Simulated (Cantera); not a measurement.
# Equilibrium for silicon epitaxy and polysilicon growth: Si3H8 + HCl + H2

Feed: 1 mol Si3H8, 1.7 mol HCl, 210 mol H2, at 1500 K and 0.0100 bar.

Equilibrium computed with Cantera from the NASA thermochemical tables; the gas is ideal and each condensed phase is pure. Candidate condensed phases: Si; 19 gas species. The feed counts by its element totals alone. Kinetics and transport are ignored.

```json
{
 "x(H2)": "0.992",
 "x(HCl)": "0.00751",
 "x(SiCl2)": "0.000183",
 "x(H)": "0.000175",
 "x(SiH2)": "1.49e-6",
 "x(Cl)": "1.07e-6",
 "x(Si)": "1.05e-6",
 "n(Si(s))": "2.96 mol",
 "gas_amount": "215.7 mol"
}
```
